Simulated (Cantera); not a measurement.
A jet of H2 : O2 : N2 = 0.035 : 0.14 : 0.79 (molar parts) at 300 K and 8600 Pa hits a platinum plate 2.8 cm away at a mass flux of 0.11 kg/m²/s; the plate temperature is set and raised in steps from an oxygen-covered start.

Cantera simulation using Deutschmann's 1995 Pt surface mechanism with GRI-Mech 3.0 gas chemistry; the numbers are that mechanism's predictions, not measurements. Catalytic surfaces can have several steady states; this one follows from the mechanism file's or the stated starting coverage.

x: mole fraction at the wall; θ: surface coverage.

```json
[
 {"plate T (K)": "700", "wall x H2": "0.00484", "wall x O2": "0.112", "wall x H2O": "0.0604", "wall x OH": "<1e-8", "θ free Pt": "0.0808", "θ O*": "0.915", "θ OH*": "0.00389"},
 {"plate T (K)": "750", "wall x H2": "0.00451", "wall x O2": "0.111", "wall x H2O": "0.0606", "wall x OH": "<1e-8", "θ free Pt": "0.0911", "θ O*": "0.906", "θ OH*": "0.00299"},
 {"plate T (K)": "800", "wall x H2": "0.00377", "wall x O2": "0.111", "wall x H2O": "0.0617", "wall x OH": "<1e-8", "θ free Pt": "0.115", "θ O*": "0.882", "θ OH*": "0.00252"},
 {"plate T (K)": "850", "wall x H2": "0.00294", "wall x O2": "0.110", "wall x H2O": "0.0630", "wall x OH": "___", "θ free Pt": "0.157", "θ O*": "0.841", "θ OH*": "0.00224"},
 {"plate T (K)": "900", "wall x H2": "0.00230", "wall x O2": "0.109", "wall x H2O": "0.0639", "wall x OH": "___", "θ free Pt": "0.210", "θ O*": "0.787", "θ OH*": "0.00202"},
 {"plate T (K)": "950", "wall x H2": "0.00186", "wall x O2": "0.109", "wall x H2O": "0.0644", "wall x OH": "___", "θ free Pt": "0.272", "θ O*": "0.726", "θ OH*": "0.00180"}
]
```

Some entries are withheld; supply them.


- 850, wall x OH: 1.68e-8
- 900, wall x OH: 5.33e-8
- 950, wall x OH: 1.47e-7
